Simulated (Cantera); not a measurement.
A Cantera script and what it prints.

```python
import numpy as np
import cantera as ct

gas_names = """
    CL CL2 H HCL H2 Si SiCL SiCL2 SiCL3 SiCL4 SiH SiHCL3 SiH2 SiH2CL2 SiH3 SiH3CL SiH4 Si2 Si3
""".split()
cond_names = """
    Si(cr) Si(L)
""".split()


def load(file, names, dense=False):
    # The tables refer to 1 bar. Condensed volumes are neglected.
    table = {s.name: s for s in ct.Species.list_from_file(file)}
    out = []
    for n in names:
        d = dict(table[n].input_data)
        d["thermo"] = dict(d["thermo"], **{"reference-pressure": 1e5})
        if dense:
            d["equation-of-state"] = {"model": "constant-volume", "density": "1e6 g/cm^3"}
        out.append(ct.Species.from_dict(d))
    return out


gas = ct.Solution(thermo="ideal-gas", species=load("nasa_gas.yaml", gas_names))
cond = {s.name: ct.Solution(thermo="fixed-stoichiometry", species=[s], name=s.name)
        for s in load("nasa_condensed.yaml", cond_names, dense=True)}
atoms = {
    'SiHCl3': {'Si': 1, 'H': 1, 'CL': 3},
    'HCl': {'H': 1, 'CL': 1},
    'H2': {'H': 2},
}
top_T = {}  # K; cautious upper limits of use, not melting points


def equilibrate(T, P, feed):
    n = {}
    for name, mol in feed.items():
        for a, k in atoms[name].items():
            n[a] = n.get(a, 0.0) + k * mol
    gas.TPX = T, P, n
    mass = sum(n.values()) * gas.mean_molecular_weight
    gas.equilibrate("TP")
    valid = [c for c in cond.values() if c.min_temp <= T <= top_T.get(c.name, c.max_temp)]
    mix = ct.Mixture([(gas, mass / gas.mean_molecular_weight)] + [(c, 0.0) for c in valid])
    mix.T, mix.P = T, P
    mix.equilibrate("TP", solver="vcs", rtol=1e-11, max_steps=5000)
    return mix


results = []
feed = {'SiHCl3': 1, 'HCl': 0.19, 'H2': 7.6}  # mol
T = 1700  # K
P = 53000  # Pa
mix = equilibrate(T, P, feed)
results.append((T, P, feed, dict(zip(mix.species_names, mix.species_moles))))
x = sorted(zip(gas.X, gas.species_names), reverse=True)
print(f"T = {T:g} K  P = {P:g} Pa  gas = {mix.phase_moles(0):.4g} mol")
print("   x: " + "  ".join(f"{s} {v:.3e}" for v, s in x if v > 0.0001))
print("   condensed (mol): " + ("  ".join(f"{mix.phase(i).name} {mix.phase_moles(i):.4g}"
      for i in range(1, mix.n_phases) if mix.phase_moles(i) > 1e-12) or "none"))
```

It prints:

```
T = 1700 K  P = 53000 Pa  gas = 9.727 mol
   x: H2 7.749e-01  HCL 1.329e-01  SiCL2 8.170e-02  SiCL3 7.230e-03  SiHCL3 1.421e-03  SiCL4 1.260e-03  SiH2CL2 2.794e-04  H 1.782e-04
   condensed (mol): Si(L) 0.1057
```

Cantera equilibrium calculation (NASA polynomials, part measured and part estimated; ideal gas, pure solids and liquids). The tables' values for SiCl3, SiCl are old estimates; treat these amounts as uncertain. Gases not in the tables: Si2H6 and higher silanes.
